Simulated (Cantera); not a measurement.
Input: 1 mol MgCO3, 0.18 mol SO3, 0.17 mol CO2, at 1 atm.

Equilibrium computed with Cantera from the NASA thermochemical tables; the gas is ideal and each condensed phase is pure. Candidate condensed phases: C, Mg, MgCO3, MgO, MgS, MgSO4, S; 26 gas species. The numbers say what is thermodynamically allowed, not how fast it happens. All values below are at 1273 K.

Base state: CO2 0.814, SO2 0.121, O2 0.0604, SO3 0.00441 (mole fractions); condensed: MgO(s).

Q: What changes in the equilibrium state with this change: SO3 from 0.18 to 0.066 mol?

A: 
| species | before | after |
|---|---|---|
| CO2 | 0.814 | 0.923 |
| SO2 | 0.121 | 0.0508 |
| O2 | 0.0604 | 0.0254 |
| SO3 | 0.00441 | 0.00120 |
| MgO(s), mol | 1.00 | 1.00 |
